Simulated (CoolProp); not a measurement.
Vapour-liquid equilibrium of R22 (1) + dimethyl ether (2) at 0.0839 bar; x and y are mole fractions of (1).

Values from CoolProp's multi-fluid Helmholtz-energy mixture model, Kamei 1995 and Wu 2011; pair parameters Bell 2016.

Give the bubble temperature and the first vapour's composition at x = 0.125, 0.425, 0.875. Is there an azeotrope?

x = 0.125: 203.8 K, y = 0.095; x = 0.425: 203.4 K, y = 0.532; x = 0.875: 192.6 K, y = 0.989. y crosses x between x = 0.2 and 0.275: the model has an azeotrope there.

The pair parameters rest on a limited set of measurements; away from them the model extrapolates.
